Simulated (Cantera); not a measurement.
Feed: 1 mol SiCl4, 0.0066 mol Cl2, 9.6 mol N2, equilibrated at 7.40 mbar.

These are equilibrium values from Cantera (NASA tables, ideal gas, pure condensed phases), not measurements of a reactor. Candidate condensed phases: Si, Si3N4; 13 gas species. The tables' values for SiCl3 are old estimates; treat these amounts as uncertain. Rates play no part.

log p: log10 of the partial pressure in bar; nothing condenses.

| T (K) | log p N2 | log p SiCl4 | log p Cl | log p SiCl3 | log p SiCl2 | log p Cl2 | log p SiCl |
|---|---|---|---|---|---|---|---|
| 1073 | -2.17 | -3.16 | -5.69 | -8.65 | -12.95 | -5.45 | <-14 |
| 1173 | -2.17 | -3.16 | -5.29 | -7.42 | -10.69 | -5.68 | <-14 |
| 1273 | -2.17 | -3.16 | -5.08 | -6.26 | -8.54 | -6.14 | <-14 |
| 1373 | -2.17 | -3.16 | -4.86 | -5.31 | -6.79 | -6.45 | -13.98 |
| 1473 | -2.18 | -3.17 | [?] | -4.69 | [?] | [?] | -11.97 |
| 1573 | -2.18 | -3.21 | [?] | -4.26 | [?] | [?] | -10.51 |
| 1673 | -2.19 | -3.29 | -3.67 | -3.96 | -4.30 | -5.77 | -9.34 |

Question: Fill in the missing entries.

Answer: 
- 1473, log p Cl: -4.48
- 1473, log p SiCl2: -5.67
- 1473, log p Cl2: -6.33
- 1573, log p Cl: -4.06
- 1573, log p SiCl2: -4.90
- 1573, log p Cl2: -6.06
